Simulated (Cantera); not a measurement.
A perfectly stirred reactor is fed with 21.3 % H2, 39.4 % O2, 39.4 % N2, equivalence ratio 0.27, at 97.5 Torr; it is held at 1175 K, and followed from long to short residence time.

Model: the H2/O2 subset of GRI-Mech 3.0, which has no nitrogen chemistry, integrated in Cantera. The temperature is held fixed by assumption; the heat of reaction is taken as removed at once.

### Question
Predict: x(H2) at τ = 0.820 s; x(O2) at τ = 0.820 s; x(OH) at τ = 0.820 s; x(H) at τ = 0.820 s; x(H2O) at τ = 0.820 s; x(H2) at τ = 19.0 ms; x(O2) at τ = 19.0 ms; x(OH) at τ = 19.0 ms; x(H) at τ = 19.0 ms; x(H2O) at τ = 19.0 ms.

### Answer
```json
{
  "x(H2) at τ = 0.820 s": "0.000278",
  "x(O2) at τ = 0.820 s": "0.321",
  "x(OH) at τ = 0.820 s": "0.000439",
  "x(H) at τ = 0.820 s": "1.62e-5",
  "x(H2O) at τ = 0.820 s": "0.237",
  "x(H2) at τ = 19.0 ms": "0.00296",
  "x(O2) at τ = 19.0 ms": "0.321",
  "x(OH) at τ = 19.0 ms": "0.00163",
  "x(H) at τ = 19.0 ms": "0.000696",
  "x(H2O) at τ = 19.0 ms": "0.233"
}
```
